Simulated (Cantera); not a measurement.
A closed system holds: 1 mol B2O3, 0.36 mol N2, held at 1023 K and 72.0 Pa.

Cantera equilibrium calculation (NASA polynomials, part measured and part estimated; ideal gas, pure solids and liquids). Candidate condensed phases: B, BN, B2O3; 17 gas species. Equilibrium is a limit: real reactors are often held back by kinetics, nucleation or transport.

Base state: N2 1.00 (mole fractions); condensed: B2O3(l).

Problem. What changes in the equilibrium state with this change: temperature from 1023 K to 2325 K?

Solution. 
| species | before | after |
|---|---|---|
| B2O3 | 1.36e-8 | 0.497 |
| N2 | 1.00 | 0.226 |
| BO | <1e-9 | 0.147 |
| BO2 | <1e-9 | 0.113 |
| O | <1e-9 | 0.0118 |
| O2 | <1e-9 | 0.00303 |
| B2O2 | <1e-9 | 0.00190 |
| B2O3(l), mol | 1.00 | 0 |
